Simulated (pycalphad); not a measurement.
**Effect of Cu content in Si-Cu**

Source of the numbers: pycalphad with the COST 507 light-alloy database (1999); pressure 1 atm. The data set is of 1999 and partly superseded. Amounts are mole fractions of atoms.

**Question.** One of these alloys has its liquidus at 1681 K, its solidus at 1074 K, and holds diamond (Si) 0.98, CU19SI6_ETA 0.02 at 725 K. Which?
A. Si-0.6987Cu (wt.%)
B. Si-5.356Cu (wt.%)
C. Si-2.719Cu (wt.%)

**Answer.** C, Si-2.719Cu (wt.%). The others: Si-0.6987Cu (wt.%), liquidus 1686, solidus 1074; Si-5.356Cu (wt.%), liquidus 1675, solidus 1074

Database names, with the compositions (at.%) that they take in these runs: CU19SI6_ETA: Cu 76 Si 24.
